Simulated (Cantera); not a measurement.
An isothermal, constant-pressure homogeneous reactor starts with 1.09 % C3H8, 98.9 % H2, at 1000 K and 10.00 Torr.

Computed with Cantera and GRI-Mech 3.0 (53 species, 325 reactions). GRI-Mech 3.0 was tuned for natural gas; its chemistry of propane as a main component is partial and can be far from experiment. GRI-Mech 3.0 stops at C3 and has no aromatics, soot or wall deposition, so with more carbon than oxygen in the feed, carbon stays in small species such as C2H2 where larger ones or solid carbon would form. Radical loss at walls, strong at low pressure, is not modelled.

x: mole fraction; the columns are a selection and need not sum to one.

```csv
t (s),x C3H8,x H2,x H,x C2H4,x CH2,x C2H,x C2H2
0.000700,0.0109,0.989,9.61e-9,___,<1e-12,<1e-12,<1e-12
0.00122,0.0109,0.989,2.02e-8,___,<1e-12,<1e-12,<1e-12
0.00214,0.0109,0.989,4.01e-8,___,<1e-12,<1e-12,<1e-12
0.00374,0.0109,0.989,7.63e-8,___,<1e-12,<1e-12,<1e-12
0.00654,0.0109,0.989,1.41e-7,___,<1e-12,<1e-12,<1e-12
0.0114,0.0109,0.989,2.53e-7,___,<1e-12,<1e-12,2.30e-12
0.0200,0.0109,0.989,4.49e-7,___,<1e-12,<1e-12,2.25e-11
0.0350,0.0108,0.989,7.88e-7,___,<1e-12,<1e-12,2.15e-10
0.0612,0.0107,0.989,1.36e-6,___,1.16e-12,<1e-12,2.01e-9
0.107,0.0105,0.989,2.27e-6,___,3.15e-12,<1e-12,1.79e-8
0.187,0.00977,0.988,3.49e-6,___,6.93e-12,<1e-12,1.45e-7
0.327,0.00822,0.987,4.67e-6,___,1.04e-11,<1e-12,9.44e-7
0.572,0.00568,0.984,5.38e-6,___,9.71e-12,<1e-12,4.55e-6
1.00,0.00285,0.981,5.42e-6,___,5.69e-12,<1e-12,1.58e-5
```

Task: Complete the blanks.

Result: 
- 0.000700, x C2H4: 1.15e-8
- 0.00122, x C2H4: 4.12e-8
- 0.00214, x C2H4: 1.40e-7
- 0.00374, x C2H4: 4.60e-7
- 0.00654, x C2H4: 1.47e-6
- 0.0114, x C2H4: 4.62e-6
- 0.0200, x C2H4: 1.43e-5
- 0.0350, x C2H4: 4.40e-5
- 0.0612, x C2H4: 0.000133
- 0.107, x C2H4: 0.000394
- 0.187, x C2H4: 0.00109
- 0.327, x C2H4: 0.00261
- 0.572, x C2H4: 0.00509
- 1.00, x C2H4: 0.00782
